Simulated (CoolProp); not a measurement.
Fluorine along the isotherm 73.4 K: density (kg/m³) from the reference equation and from simpler models built on Tc = 144.4 K, pc = 52.40 bar, ω = 0.045; each cubic takes its own stable root.

Values from CoolProp's reference Helmholtz-energy equation of state, de Reuck 1990.

```csv
p (bar),phase,reference
0.632,liquid,1580
1.07,liquid,1580
1.8,liquid,1581
3.04,liquid,1581
5.13,liquid,1581
8.66,liquid,1582
14.6,liquid,1583
24.7,liquid,1585
41.6,liquid,1588
70.2,liquid,1594
119,liquid,1602
200,liquid,1616
```

Question: How far does each simpler model (Soave-Redlich-Kwong, Peng-Robinson) lie from the reference over these 12 states: mean and median of the absolute difference, and the worst?

Answer: 
- Soave-Redlich-Kwong: mean 0.7 %, median 0.6 %, worst +0.9 % at 73.4 K and 200 bar
- Peng-Robinson: mean 13.3 %, median 13.3 %, worst +13.3 % at 73.4 K and 24.7 bar
